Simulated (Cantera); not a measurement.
A closed system holds: 1 mol MgO, 1.4 mol CH4, 14 mol H2, held at 133 Pa.

These are equilibrium values from Cantera (NASA tables, ideal gas, pure condensed phases), not measurements of a reactor. Candidate condensed phases: C, C6H6, C7H8, C8H18, H2O, Mg, MgCO3, MgO, Mg(OH)2; 116 gas species. The tables' values for MgH are old estimates; treat these amounts as uncertain. Rates play no part. All values below are at 2573 K.

Base state: H 0.561, H2 0.356, CO 0.0382, Mg 0.0382, C2H2 (acetylene) 0.00502, C3 0.00107, C2H 0.000661, C 0.000326 (mole fractions); condensed: gas only.

### Question
What changes in the equilibrium state with this change: pressure from 133 Pa to 10000 Pa?

### Answer
| species | before | after |
|---|---|---|
| H2 | 0.356 | 0.792 |
| H | 0.561 | 0.0967 |
| CO | 0.0382 | 0.0506 |
| Mg | 0.0382 | 0.0503 |
| C3 | 0.00107 | 1.18e-5 |
| C2 | 0.000102 | 1.20e-6 |
| C | 0.000326 | 4.08e-6 |
| CH3 | 6.19e-7 | 1.67e-5 |
